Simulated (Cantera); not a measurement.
Input (Python, Cantera) and output of one run.

```python
import numpy as np
import cantera as ct

gas_names = [...]  # 49 gases of nasa_gas.yaml made of Cl, F, H, N, Si
cond_names = """
    NH4CL(a) NH4CL(b) Si(cr) Si(L) Si3N4(a)
""".split()


# ... load() reads the species with a 1 bar reference pressure and builds the phases ...
atoms = {
    'Si': {'Si': 1},
    'NF3': {'N': 1, 'F': 3},
    'HCl': {'H': 1, 'CL': 1},
}
top_T = {'Si3N4(a)': 2400}  # K; cautious upper limits of use, not melting points


# ... equilibrate(T, P, feed) seeds the gas with the atoms and calls Mixture.equilibrate('TP', solver="vcs", rtol=1e-11, max_steps=5000) ...
results = []
T = 750  # K
P = 2400  # Pa
for m in [2.5, 3.1, 3.8, 4.8, 5.9, 7.3, 9.1, 11, 14, 17, 22, 27]:
    feed = {'Si': 1, 'NF3': 1, 'HCl': m}  # mol
    mix = equilibrate(T, P, feed)
    results.append((T, P, feed, dict(zip(mix.species_names, mix.species_moles))))

top = {s: max(r[3][s] / sum(r[3][g] for g in gas_names) for r in results) for s in gas_names}
cols = sorted((s for s in top if top[s] > 1e-05), key=lambda s: -top[s])[:5]
seen = [c for c in cond_names if any(r[3].get(c, 0) > 1e-12 for r in results)]
print("log10 of partial pressures in bar; condensed amounts in mol")
print(f"{'n(HCl)':>10s}" + "".join(f"{s[:9]:>10s}" for s in cols + seen))
for T, P, feed, n in results:
    ng = sum(n[g] for g in gas_names)
    print(f"{feed['HCl']:10.4g}" + "".join(f"{np.log10(max(n[s] / ng * P / 1e5, 1e-99)):10.3f}" for s in cols)
          + "".join(f"{n.get(c, 0):10.4g}" for c in seen))
```

Result:

```
log10 of partial pressures in bar; condensed amounts in mol
    n(HCl)       HCL      SiF4        N2        H2     SiCL4
       2.5    -1.988    -2.289    -2.465    -2.465    -2.766
       3.1    -1.910    -2.358    -2.534    -2.534    -2.835
       3.8    -1.854    -2.426    -2.602    -2.602    -2.903
       4.8    -1.803    -2.508    -2.684    -2.684    -2.985
       5.9    -1.768    -2.584    -2.760    -2.760    -3.060
       7.3    -1.740    -2.664    -2.840    -2.840    -3.141
       9.1    -1.716    -2.749    -2.925    -2.925    -3.226
        11    -1.699    -2.824    -3.000    -3.000    -3.301
        14    -1.682    -2.921    -3.097    -3.097    -3.397
        17    -1.671    -3.000    -3.176    -3.176    -3.476
        22    -1.659    -3.107    -3.283    -3.283    -3.582
        27    -1.652    -3.192    -3.368    -3.368    -3.668
```

These are equilibrium values from Cantera (NASA tables, ideal gas, pure condensed phases), not measurements of a reactor.
